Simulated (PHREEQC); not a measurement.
0.17 g of hydrous ferric oxide (600 m²/g; 0.2 weak and 0.005 strong sites per Fe, Dzombak-Morel constants, diffuse double layer) in 1 kg of water with 0.001 mol/kgw of an inert sodium salt and 0.019 mmol/kgw NiCl2, at 25 °C; the pH is set by adding NaOH or the inert anion's acid. Oxygen is held at 0.21 atm. The system is closed to CO2. No solid was allowed to form.

Equilibrium calculation in PHREEQC: ion-association model, wateq4f.dat.

| pH | Ni sorbed (%) | surface charge σ (C/m²) | surface potential ψ (mV) |
|---|---|---|---|
| 4 | 0.0 | 0.121 | 209 |
| 4.5 | 0.0 | 0.080 | 190 |
| 5 | 0.2 | 0.052 | 169 |
| 5.5 | 1.6 | 0.032 | 145 |
| 6 | 10.7 | 0.019 | 120 |
| 6.5 | 35.1 | 0.011 | 94 |
| 7 | 64.8 | 0.006 | 67 |
| 7.5 | 91.5 | 0.003 | 40 |
| 8 | 98.9 | 0.001 | 12 |
| 8.5 | 99.9 | -0.001 | -17 |
| 9 | 100.0 | -0.004 | -46 |
| 9.5 | 100.0 | -0.008 | -74 |
| 10 | 100.0 | -0.014 | -102 |
| 10.5 | 100.0 | -0.026 | -128 |
| 11 | 100.0 | -0.050 | -150 |
| 11.5 | 100.0 | -0.099 | -166 |
| 12 | 99.8 | -0.186 | -172 |

Complexes and solids missing from the database can't appear.
